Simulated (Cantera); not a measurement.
Mixture: CO : H2 : CH4 : O2 : N2 = 1 : 1.4 : 0.043 : 2.01 : 7.56 (molar parts), equivalence ratio 0.64, at 500000 Pa, adiabatic and at constant volume. Ignition delay is the time to a rise of 400 K.

Cantera simulation using GRI-Mech 3.0 (53 species, 325 reactions); the numbers are that mechanism's predictions, not measurements. Below about 1000 K GRI-Mech 3.0 lacks low-temperature oxidation paths. Below about 950 K walls govern HO2 and H2O2 in real vessels.

What does this change do: pressure from 500000 Pa to 40000 Pa?


```csv
quantity,before,after
delay at 850 K,0.527 s,0.102 s
delay at 950 K,24.8 ms,0.941 ms
delay at 1050 K,1.26 ms,0.342 ms
delay at 1150 K,46.6 µs,0.188 ms
delay at 1250 K,12.4 µs,0.126 ms
delay at 1350 K,6.65 µs,97.8 µs
delay at 1450 K,4.40 µs,85.9 µs
```
Where the delays flatten at high temperature, the 400 K rule measures the pace of heat release, not the induction time.

What does this change do: N2 7.56 to 5.9 parts?


```
quantity                                               before      after
--------------------------------------------------  ---------  ---------
delay at 850 K                                        0.527 s    0.448 s
delay at 950 K                                        24.8 ms    21.1 ms
delay at 1050 K                                       1.26 ms    1.08 ms
delay at 1150 K                                       46.6 µs    40.3 µs
delay at 1250 K                                       12.4 µs    10.6 µs
delay at 1350 K                                       6.65 µs    5.63 µs
delay at 1450 K                                       4.40 µs    3.69 µs
apparent activation energy between 1250 and 1450 K  78 kJ/mol  79 kJ/mol
```

What does this change do: pressure from 500000 Pa to 2000000 Pa?


```csv
quantity,before,after
delay at 850 K,0.527 s,0.232 s
delay at 950 K,24.8 ms,15.5 ms
delay at 1050 K,1.26 ms,1.63 ms
delay at 1150 K,46.6 µs,0.217 ms
delay at 1250 K,12.4 µs,29.7 µs
delay at 1350 K,6.65 µs,4.50 µs
delay at 1450 K,4.40 µs,1.63 µs
```
The pressure lies above the range GRI-Mech 3.0 was tuned for (to about 10 atm).
